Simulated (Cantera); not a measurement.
## Ignition delay

Mixture: 7.02 % CH4, 0.400 % H2, 11.9 % O2, 80.7 % N2, at 5.00 bar, adiabatic and at constant pressure. Ignition delay is the time to a rise of 400 K.

Computed with Cantera and GRI-Mech 3.0 (53 species, 325 reactions). Below about 1000 K GRI-Mech 3.0 lacks low-temperature oxidation paths. Below about 950 K walls govern HO2 and H2O2 in real vessels.

```json
[
 {"T0 (K)": "900", "delay (ms)": "425"},
 {"T0 (K)": "1000", "delay (ms)": "73.2"},
 {"T0 (K)": "1100", "delay (ms)": "26.0"},
 {"T0 (K)": "1200", "delay (ms)": "9.88"},
 {"T0 (K)": "1300", "delay (ms)": "3.61"},
 {"T0 (K)": "1400", "delay (ms)": "1.32"},
 {"T0 (K)": "1500", "delay (ms)": "0.493"},
 {"T0 (K)": "1600", "delay (ms)": "0.195"}
]
```

The apparent activation energy between 1400 and 1600 K is 180 kJ/mol.
